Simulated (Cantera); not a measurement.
Feed: 1 mol Si₂Cl₆, 33 mol N₂, at 1350 Torr.

Method: chemical equilibrium by Gibbs-energy minimisation in Cantera with the NASA 1993 tables (ideal gas, pure condensed phases). Candidate condensed phases: Si, Si₃N₄; 13 gas species. The feed counts by its element totals alone. N₂ is the only nitrogen source here; it is nearly inert below about 1500 K, so the nitride shown seldom forms there in practice. The tables' values for SiCl₃ are old estimates; treat these amounts as uncertain. The numbers say what is thermodynamically allowed, not how fast it happens.

x: gas mole fraction; n: condensed amount in mol.

```
T (K)   x N₂  x SiCl₄   x SiCl₃   x SiCl₂      x Cl   x Cl₂  n Si₃N₄(s)
-----  -----  -------  --------  --------  --------  ------  ----------
850    0.956   0.0439   1.99e-7  6.42e-11  7.47e-12  <1e-12       0.167
900    0.956   0.0439   7.41e-7  5.96e-10  4.44e-11  <1e-12       0.167
950    0.956   0.0439   2.39e-6   4.36e-9  2.19e-10       …       0.167
1000   0.956   0.0439   6.87e-6   2.60e-8  9.20e-10       …       0.167
1050   0.956   0.0439   1.78e-5   1.31e-7   3.38e-9       …       0.167
1100   0.956   0.0439   4.22e-5   5.64e-7   1.10e-8       …       0.167
1150   0.956   0.0438   9.26e-5   2.14e-6   3.25e-8       …       0.166
1200   0.956   0.0438  0.000190   7.25e-6   8.77e-8       …       0.166
1250   0.956   0.0436  0.000368   2.22e-5   2.18e-7       …       0.165
1300   0.956   0.0434  0.000673   6.20e-5   5.07e-7       …       0.164
1350   0.956   0.0429   0.00117  0.000160   1.11e-6       …       0.162
1400   0.955   0.0422   0.00195  0.000383   2.28e-6       …       0.159
1450   0.955   0.0411   0.00311  0.000859   4.45e-6       …       0.153
1500   0.954   0.0393   0.00472   0.00180   8.29e-6       …       0.143
```

What belongs in the gaps?


- 950, x Cl₂: 2.75e-12
- 1000, x Cl₂: 1.01e-11
- 1050, x Cl₂: 3.27e-11
- 1100, x Cl₂: 9.54e-11
- 1150, x Cl₂: 2.53e-10
- 1200, x Cl₂: 6.19e-10
- 1250, x Cl₂: 1.41e-9
- 1300, x Cl₂: 3.01e-9
- 1350, x Cl₂: 6.06e-9
- 1400, x Cl₂: 1.16e-8
- 1450, x Cl₂: 2.10e-8
- 1500, x Cl₂: 3.63e-8
